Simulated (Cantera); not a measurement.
Predominance diagram of Ta at 802 °C against the partial pressures of O₂ and CO (log10, bar). Standard-state values (1 bar) from the NASA 1993 polynomials, evaluated with Cantera. Candidates: Ta(s), TaC(s), Ta₂O₅(s). Only these pure phases compete in this equilibrium. TaC: taken at fixed stoichiometry. Not in the tables: Ta₂C.

```
log p(CO) \ log p(O₂)
        columns: -31, -29.4, -27.7, -26.1, -24.5, -22.8, -21.2, -19.6, -17.9, -16.3, -14.7, -13.1, -11.4, -9.8, -8.2, -6.5, -4.9, -3.3, -1.6, 0
      1  A A A A A A A A A A A A A A A A A A A A
   -0.9  A A A A A A B B B B B A A A A A A A A A
   -2.8  A A A A B B B B B B B B B A A A A A A A
   -4.7  A C C B B B B B B B B B B B B A A A A A
   -6.6  C C C B B B B B B B B B B B B B B B A A
   -8.4  C C B B B B B B B B B B B B B B B B B B
  -10.3  C B B B B B B B B B B B B B B B B B B B
  -12.2  C B B B B B B B B B B B B B B B B B B B
  -14.1  D B B B B B B B B B B B B B B B B B B B
    -16  D B B B B B B B B B B B B B B B B B B B
```

A: out of reach (another gas would pass 10 bar, or a non-metal would condense); B: Ta₂O₅(s); C: TaC(s); D: Ta(s).
